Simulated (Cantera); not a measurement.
Feed: 1 mol TiCl₄, 0.65 mol C₃H₈, equilibrated at 460 Pa.

Equilibrium computed with Cantera from the NASA thermochemical tables; the gas is ideal and each condensed phase is pure. Candidate condensed phases: C, C₆H₆, C₇H₈, C₈H₁₈, Ti, TiC, TiCl₂, TiCl₃, TiCl₄; 96 gas species. TiC: taken at fixed stoichiometry. Rates play no part.

Question: What share of the Ti ends up in condensed phases as a function of T (K), at 1000, 1100, 1200, 1300, 1400, 1500, 1600, 1700, 1800, 1900, 2000, 2100, 2200?

Answer: 
```csv
T (K),Ti condensed (%),as
1000,22.6,TiC(s)
1100,33.9,TiC(s)
1200,44.9,TiC(s)
1300,54.4,TiC(s)
1400,62.1,TiC(s)
1500,68.1,TiC(s)
1600,72.8,TiC(s)
1700,76.5,TiC(s)
1800,79.3,TiC(s)
1900,81.6,TiC(s)
2000,83.5,TiC(s)
2100,85.1,TiC(s)
2200,86.6,TiC(s)
```
